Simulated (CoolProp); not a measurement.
Vapour-liquid equilibrium of R125 (1) + cyclopropane (2) at 297.8 K; x and y are mole fractions of (1).

Computed with CoolProp (multi-fluid Helmholtz-energy mixture model, Lemmon 2005 and Polt 1992; pair parameters Bell 2016). This equation is an older, rougher fit; its heat capacities, sound speeds and derivatives of the liquid may be far off and weren't checked against measurements.

| x | bubble pressure (MPa) | y at the bubble point | dew pressure at overall composition x (MPa) | liquid density (mol/L) |
|---|---|---|---|---|
| 0.05 | 0.8588 | 0.181 | 0.7525 | 14.36 |
| 0.2 | 1.128 | 0.424 | 0.8760 | 13.34 |
| 0.35 | 1.266 | 0.532 | 1.036 | 12.43 |
| 0.5 | 1.349 | 0.612 | 1.227 | 11.64 |
| 0.65 | 1.400 | 0.694 | 1.377 | 10.97 |
| 0.8 | 1.418 | 0.798 | 1.418 | 10.45 |
| 0.95 | 1.388 | 0.940 | 1.385 | 10.04 |

y crosses x between x = 0.65 and 0.8: the model has an azeotrope there.

The pair parameters rest on a limited set of measurements; away from them the model extrapolates.
